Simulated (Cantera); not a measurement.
A closed system holds: 1 mol SiCl4, 0.22 mol C2H4, 660 mol H2, at 0.133 bar.

Cantera equilibrium calculation (NASA polynomials, part measured and part estimated; ideal gas, pure solids and liquids). Candidate condensed phases: C, C6H6, C7H8, C8H18, Si, SiC; 109 gas species. Mutual solubility and eutectic melting of coexisting phases are not modelled. Gases not in the tables: Si2H6 and higher silanes. Kinetics and transport are ignored.

### Question
Which condensed phases are stable at each of these points (T (K)): 1600, 1650, 1700, 1750, 1800, 1850, 1900, 1950, 2000, 2050, 2100, 2150, 2200?

### Answer
| T (K) | condensed phases | Si condensed (%) |
|---|---|---|
| 1600 | Si(s) + SiC(s) | 91.7 |
| 1650 | Si(s) + SiC(s) | 91.1 |
| 1700 | Si(l) + SiC(s) | 90.4 |
| 1750 | Si(l) + SiC(s) | 89.8 |
| 1800 | Si(l) + SiC(s) | 88.4 |
| 1850 | Si(l) + SiC(s) | 85.7 |
| 1900 | Si(l) + SiC(s) | 80.7 |
| 1950 | Si(l) + SiC(s) | 72.1 |
| 2000 | Si(l) + SiC(s) | 57.4 |
| 2050 | SiC(s) | 41.8 |
| 2100 | SiC(s) | 38.5 |
| 2150 | SiC(s) | 28.6 |
| 2200 | SiC(s) | 6.3 |

From 1600 K to 1650 K the condensed part is Si(s) + SiC(s). From 1700 K to 2000 K the condensed part is Si(l) + SiC(s). From 2050 K to 2200 K the condensed part is SiC(s).
